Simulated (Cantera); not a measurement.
A freely propagating, adiabatic, planar premixed flame of 8.98 % CH4, 1.62 % H2, 18.8 % O2, 70.6 % N2, equivalence ratio 1.0, unburnt at 575 K and 4.93 atm; multicomponent transport, grid criteria slope 0.08 and curve 0.16, no radiation.

Model: GRI-Mech 3.0 (53 species, 325 reactions), integrated in Cantera. Burning velocities carry a grid error of a few per cent, more on coarse grids.

x: mole fraction of selected species; z is measured from the peak of heat release.

| z (mm) | T (K) | u (m/s) | x CH4 | x H2 | x O2 | x NO | x C2H2 | x CH2 |
|---|---|---|---|---|---|---|---|---|
| -0.295 | 575 | 0.755 | 0.0898 | 0.0163 | 0.188 | <1e-8 | <1e-8 | <1e-8 |
| -0.196 | 579 | 0.760 | 0.0896 | 0.0166 | 0.187 | <1e-8 | 8.15e-8 | <1e-8 |
| -0.147 | 590 | 0.775 | 0.0889 | 0.0170 | 0.187 | 3.90e-8 | 3.88e-7 | <1e-8 |
| -0.0982 | [?] | 0.877 | 0.0845 | 0.0176 | 0.181 | 3.43e-7 | 3.90e-6 | <1e-8 |
| -0.0491 | [?] | 1.43 | 0.0597 | 0.0188 | 0.146 | 4.29e-6 | 4.10e-5 | 5.29e-8 |
| -0.0246 | [?] | 2.00 | 0.0322 | 0.0193 | 0.104 | 1.08e-5 | 0.000109 | 3.80e-6 |
| 0 | [?] | 2.56 | 0.00682 | 0.0175 | 0.0555 | 2.14e-5 | 0.000180 | 4.78e-5 |
| 0.0246 | 2080 | 2.79 | 0.000344 | 0.0128 | 0.0290 | 3.49e-5 | 2.42e-5 | 1.36e-5 |
| 0.0491 | 2149 | 2.87 | 8.65e-6 | 0.0107 | 0.0206 | 4.42e-5 | 5.64e-7 | 5.27e-7 |
| 0.0982 | 2230 | 2.96 | 1.23e-8 | 0.00931 | 0.0156 | 5.54e-5 | <1e-8 | <1e-8 |
| 0.196 | 2309 | 3.05 | <1e-8 | 0.00752 | 0.0119 | 7.11e-5 | <1e-8 | <1e-8 |
| 0.393 | 2368 | 3.12 | <1e-8 | 0.00578 | 0.00914 | 9.46e-5 | <1e-8 | <1e-8 |
| 0.786 | 2402 | 3.16 | <1e-8 | 0.00467 | 0.00738 | 0.000131 | <1e-8 | <1e-8 |

Question: Fill in the missing entries.

Answer: 
- -0.0982, T (K): 665
- -0.0491, T (K): 1075
- -0.0246, T (K): 1495
- 0, T (K): 1902
